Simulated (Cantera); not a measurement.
A freely propagating, adiabatic, planar premixed flame of CH₃OH : O₂ : N₂ : H₂O = 1 : 1.36 : 5.13 : 0.19 (molar parts), unburnt at 450 K and 0.938 atm; mixture-averaged transport, grid criteria slope 0.08 and curve 0.16, no radiation.

Model: GRI-Mech 3.0 (53 species, 325 reactions), integrated in Cantera. GRI-Mech 3.0 was tuned for natural gas; its chemistry of methanol as a main component is partial and can be far from experiment. Burning velocities carry a grid error of a few per cent, more on coarse grids.

Problem. Predict: laminar burning velocity; thermal thickness; peak x(HO₂); peak x(C₂H₆); peak x(C₂H).

Solution. 
| Quantity | Value |
|---|---|
| laminar burning velocity | 87.7 cm/s |
| thermal thickness | 0.297 mm |
| peak x(HO₂) | 0.00283 |
| peak x(C₂H₆) | 7.20e-7 |
| peak x(C₂H) | <1e-8 |
